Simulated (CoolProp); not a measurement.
A single-stage vapour-compression cycle with R152A: evaporating at 233.15 K (dew point), condensing at 279.15 K (bubble point), superheat 8 K, subcooling 2 K, compressor efficiency 0.85, no pressure losses. Each further row changes one setting.

Computed with CoolProp (reference Helmholtz-energy equation of state, Outcalt 1996). It is a modified Benedict-Webb-Rubin equation, recast in Helmholtz form.

```
case                              cooling COP  pressure ratio  discharge temperature (K)  refrigerating effect (kJ/kg)  volumetric capacity (kJ/m³)
--------------------------------  -----------  --------------  -------------------------  ----------------------------  ---------------------------
as stated                                3.66            6.90                      323.6                           279                          443
evaporating temperature 238.15 K         4.28            5.36                      318.2                           282                          569
condensing temperature 274.15 K          4.19            5.80                      315.8                           287                          457
subcooling 7 K                           3.77            6.90                      323.6                           287                          457
superheat 18 K                           3.63            6.90                      334.4                           288                          438
compressor efficiency 0.75               3.23            6.90                      332.4                           279                          443
```
